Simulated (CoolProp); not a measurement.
CH3F (R41) along the isobar 520 kPa: density (kg/m³) from the reference equation and from simpler models built on Tc = 44.1 °C, pc = 5906 kPa, ω = 0.200; each cubic takes its own stable root.

Values from CoolProp's reference Helmholtz-energy equation of state, Lemmon 2006. It is a short technical equation, of lower accuracy than the large ones.

```tsv
T (°C)	phase	reference
-74.35	liquid	873.3
-55.55	liquid	831.8
-36.65	gas	10.05
-17.85	gas	9.032
1.05	gas	8.248
19.85	gas	7.619
38.75	gas	7.090
57.55	gas	6.640
76.45	gas	6.247
95.25	gas	5.903
114.15	gas	5.596
132.95	gas	5.322
151.85	gas	5.074
```

Task: How far does each simpler model (Soave-Redlich-Kwong, Peng-Robinson) lie from the reference over these 13 states: mean and median of the absolute difference, and the worst?

Result: 
- Soave-Redlich-Kwong: mean 3.9 %, median 0.5 %, worst -20.8 % at -55.55 °C and 520 kPa
- Peng-Robinson: mean 2.0 %, median 0.2 %, worst -10.3 % at -55.55 °C and 520 kPa
